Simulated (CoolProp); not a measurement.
Vapour-liquid equilibrium of isobutene (1) + n-butane (2) at 0.861 MPa; x and y are mole fractions of (1).

Model: multi-fluid Helmholtz-energy mixture model, Lemmon 2005 and Bücker 2006; pair parameters Bell 2016, in CoolProp.

Task: Give the bubble temperature and the first vapour's composition at x = 0.25, 0.55, 0.85. Is there an azeotrope?

Result: x = 0.25: 70.1 °C, y = 0.283; x = 0.55: 67.4 °C, y = 0.587; x = 0.85: 65.2 °C, y = 0.866. No azeotrope shows between x = 0.05 and 0.95.

The pair parameters rest on a limited set of measurements; away from them the model extrapolates.
